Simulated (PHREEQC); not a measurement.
Consider water at 25 °C with 0.0092 mol CaCl2, 0.085 mol Na2HPO4 and 7.2e-07 mol H4SiO4 per kg of water. Closed to the air; pH follows from the charge balance.

The numbers come from PHREEQC with the ion-association model, phreeqc.dat.

```json
[
 {"quantity": "pH", "before": "8.20", "after": "9.14"},
 {"quantity": "ionic strength (mol/kgw)", "before": "0.237", "after": "0.241"},
 {"quantity": "Na+ (mol/kgw)", "before": "0.164", "after": "0.163"},
 {"quantity": "HPO4-2 (mol/kgw)", "before": "0.0685", "after": "0.0774"},
 {"quantity": "NaHPO4- (mol/kgw)", "before": "0.00618", "after": "0.00691"},
 {"quantity": "H2PO4- (mol/kgw)", "before": "0.00265", "after": "0.000339"},
 {"quantity": "SI of Quartz (SiO2)", "before": "-2.15", "after": "-2.25"}
]
```

Problem. Which change was made?
A. CaCl2 from 0.0092 to 0.0138 mol/kgw
B. diluted 10-fold with water
C. CaCl2 left out
D. CaCl2 from 0.0092 to 0.00092 mol/kgw
E. Na2HPO4 from 0.085 to 0.0425 mol/kgw

Solution. C, CaCl2 left out

No solid was allowed to form. Some of these states are supersaturated (in Hydroxyapatite, for instance).
